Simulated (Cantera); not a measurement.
Charge: 1 mol Si, 8.2 mol Br₂, 0.71 mol N₂, 6.2 mol HBr, held at 750 °C and 9.30 Pa.

Cantera equilibrium calculation (NASA polynomials, part measured and part estimated; ideal gas, pure solids and liquids). Candidate condensed phases: Br₂, Si, Si₃N₄; 28 gas species. Equilibrium is a limit: real reactors are often held back by kinetics, nucleation or transport.

Base state: HBr 0.364, Br 0.341, Br₂ 0.194, SiBr₄ 0.0588, N₂ 0.0417 (mole fractions); condensed: gas only.

### Question
What changes in the equilibrium state with this change: Br₂ from 8.2 to 0.66 mol?

### Answer
| species | before | after |
|---|---|---|
| HBr | 0.364 | 0.698 |
| H₂ | 4.14e-7 | 0.115 |
| SiBr₄ | 0.0588 | 0.105 |
| Br | 0.341 | 0.00124 |
| Br₂ | 0.194 | 2.56e-6 |
| N₂ | 0.0417 | 0.0783 |
| SiBr₂ | 1.20e-8 | 0.00163 |
| SiHBr₃ | <1e-9 | 8.53e-5 |
| SiBr₃ | 1.85e-6 | 0.000909 |
| Si₃N₄(s), mol | 0 | 0.0936 |
N₂ is the only nitrogen source here; it is nearly inert below about 1500 K, so the nitride shown seldom forms there in practice. The tables' values for SiBr₃ are old estimates; treat these amounts as uncertain.
